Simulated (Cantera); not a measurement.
Carbon deposition, reforming and gasification: C2H4 + H2

Input: 1 mol C2H4, 61 mol H2.

Method: chemical equilibrium by Gibbs-energy minimisation in Cantera with the NASA 1993 tables (ideal gas, pure condensed phases). Candidate condensed phases: C, C6H6, C7H8, C8H18; 76 gas species. The ideal-gas law is rough above about 30 bar. Equilibrium is a limit: real reactors are often held back by kinetics, nucleation or transport.

### Question
Map the stable condensed phases over T = 852, 1052, 1252, 1452, 1652, 1852, 2052, 2252, 2452, 2652 °C and P in Pa = 10, 72, 520, 3700, 27000, 190000, 1400000, 10000000.

### Answer
```
T in °C \ P in Pa
               10       72      520     3700    27000   190000  1400000 10000000
   2652         A        A        A        A        A        A        A        A
   2452         A        A        A        A        A        A        A        A
   2252         A        B        B        B        B        B        B        A
   2052         B        B        B        B        B        B        B        B
   1852         B        B        B        B        B        B        B        A
   1652         B        B        B        B        B        B        B        A
   1452         B        B        B        B        B        B        B        A
   1252         B        B        B        B        B        B        B        A
   1052         B        B        B        B        B        B        A        A
    852         B        B        B        B        B        A        A        A
```
A: gas only; B: C.
